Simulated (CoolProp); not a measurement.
Saturation properties of C3F8 (R218).

Values from CoolProp's reference Helmholtz-energy equation of state, Lemmon 2006. It is a short technical equation, of lower accuracy than the large ones.

```
T (°C)   p (MPa)  enthalpy of vaporisation (kJ/kg)  liquid cp (kJ/(kg K))  surface tension (mN/m)  liquid conductivity (mW/(m K))
------  --------  --------------------------------  ---------------------  ----------------------  ------------------------------
-96.05  0.002283                             124.5                 0.8608                    17.9                            76.7
-91.65  0.003355                             123.1                 0.8682                    17.3                            75.8
-87.25  0.004825                             121.8                 0.8758                    16.8                            74.8
-82.85  0.006802                             120.4                 0.8836                    16.2                            73.8
-78.45  0.009412                             119.0                 0.8915                    15.6                            72.7
-74.05   0.01280                             117.7                 0.8995                    15.1                            71.7
-69.65   0.01714                             116.3                 0.9077                    14.5                            70.6
-65.25   0.02261                             114.9                 0.9161                    14.0                            69.5
-60.85   0.02942                             113.4                 0.9246                    13.4                            68.4
-56.45   0.03780                             112.0                 0.9334                    12.9                            67.3
-52.05   0.04800                             110.5                 0.9423                    12.3                            66.1
-47.65   0.06027                             109.0                 0.9514                    11.8                            64.9
-43.25   0.07491                             107.5                 0.9608                    11.3                            63.8
-38.85   0.09221                             105.9                 0.9704                    10.8                            62.6
```

It boils at -36.8 °C under 1 atm.

Thermal conductivity comes from a separate model (Huber 2003), an estimate that may be off by 10 % or more. Surface tension comes from a separate correlation (Mulero 2012).
